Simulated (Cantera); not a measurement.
A freely propagating, adiabatic, planar premixed flame of CH4 : C2H6 : C3H8 : O2 : N2 : H2O = 1 : 0.12 : 0.73 : 4.05 : 15.2 : 1.6 (molar parts), equivalence ratio 1.5, unburnt at 673 K and 100.0 Torr; mixture-averaged transport, grid criteria slope 0.08 and curve 0.16, no radiation.

Model: GRI-Mech 3.0 (53 species, 325 reactions), integrated in Cantera. GRI-Mech 3.0 was tuned for natural gas; its chemistry of propane as a main component is partial and can be far from experiment. Burning velocities carry a grid error of a few per cent, more on coarse grids.

x: mole fraction of selected species; z is measured from the peak of heat release.

| z (mm) | T (K) | u (m/s) | x CH4 | x C2H6 | x C3H8 | x NO | x HO2 | x NO2 |
|---|---|---|---|---|---|---|---|---|
| -7.37 | 673 | 1.33 | 0.0439 | 0.00527 | 0.0321 | <1e-8 | … | <1e-8 |
| -4.91 | 676 | 1.34 | 0.0435 | 0.00524 | 0.0319 | <1e-8 | … | <1e-8 |
| -3.68 | 686 | 1.37 | 0.0429 | 0.00521 | 0.0316 | 4.08e-8 | … | <1e-8 |
| -2.46 | 753 | 1.53 | 0.0405 | 0.00526 | 0.0305 | 2.95e-7 | … | 1.52e-8 |
| -1.23 | 1098 | 2.32 | 0.0309 | 0.00548 | 0.0192 | 2.11e-6 | … | 2.07e-8 |
| -0.614 | 1432 | 3.13 | 0.0202 | 0.00287 | 0.00482 | 4.77e-6 | … | 1.17e-8 |
| 0 | 1740 | 3.88 | 0.00786 | 0.000265 | 0.000107 | 9.98e-6 | … | <1e-8 |
| 0.614 | 1912 | 4.29 | 0.00178 | 5.41e-6 | 1.59e-7 | 1.88e-5 | … | <1e-8 |
| 1.23 | 1981 | 4.44 | 0.000334 | 1.42e-7 | <1e-8 | 2.92e-5 | … | <1e-8 |
| 2.46 | 2014 | 4.51 | 1.66e-5 | <1e-8 | <1e-8 | 4.56e-5 | … | <1e-8 |
| 4.91 | 2023 | 4.51 | 2.39e-7 | <1e-8 | <1e-8 | 6.16e-5 | … | <1e-8 |
| 9.82 | 2029 | 4.52 | <1e-8 | <1e-8 | <1e-8 | 7.13e-5 | … | <1e-8 |
| 19.6 | 2037 | 4.54 | <1e-8 | <1e-8 | <1e-8 | 7.46e-5 | … | <1e-8 |

Problem. Fill in the missing entries.

Solution. 
- -7.37, x HO2: 9.12e-8
- -4.91, x HO2: 1.17e-6
- -3.68, x HO2: 5.20e-6
- -2.46, x HO2: 1.89e-5
- -1.23, x HO2: 6.44e-5
- -0.614, x HO2: 0.000131
- 0, x HO2: 5.84e-5
- 0.614, x HO2: 8.92e-6
- 1.23, x HO2: 1.19e-6
- 2.46, x HO2: 1.07e-7
- 4.91, x HO2: 4.94e-8
- 9.82, x HO2: 4.43e-8
- 19.6, x HO2: 3.94e-8
